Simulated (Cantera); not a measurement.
Charge: 1 mol B₂O₃, 0.24 mol NH₃, 0.16 mol H₂, 3.3 mol O₂, at 75.0 Torr.

Equilibrium computed with Cantera from the NASA thermochemical tables; the gas is ideal and each condensed phase is pure. Candidate condensed phases: B, BN, B₂O₃, B₃O₃H₃, H₂O; 39 gas species. Gases not in the tables: H₃BO₃. Rates play no part.

x: gas mole fraction; n: condensed amount in mol.

| T (°C) | x O₂ | x H₂O | x HBO₂ | x N₂ | x B₂O₃ | x NO | n B₂O₃(l) |
|---|---|---|---|---|---|---|---|
| 1025 | 0.825 | 0.139 | 0.00354 | 0.0325 | 1.76e-6 | 0.000157 | 0.993 |
| 1075 | 0.823 | 0.138 | 0.00629 | 0.0324 | 6.68e-6 | 0.000215 | 0.988 |
| 1125 | 0.822 | 0.135 | … | 0.0323 | … | … | 0.980 |
| 1175 | 0.819 | 0.131 | … | 0.0321 | … | … | 0.967 |
| 1225 | 0.815 | 0.126 | 0.0267 | 0.0319 | 0.000208 | 0.000480 | 0.949 |
| 1275 | 0.809 | 0.118 | 0.0398 | 0.0316 | 0.000561 | 0.000604 | 0.923 |
| 1325 | 0.801 | 0.108 | 0.0568 | 0.0313 | 0.00141 | 0.000746 | 0.886 |

Problem. What belongs in the gaps?

Solution. 
- 1125, x HBO₂: 0.0106
- 1125, x B₂O₃: 2.29e-5
- 1125, x NO: 0.000287
- 1175, x HBO₂: 0.0172
- 1175, x B₂O₃: 7.19e-5
- 1175, x NO: 0.000375
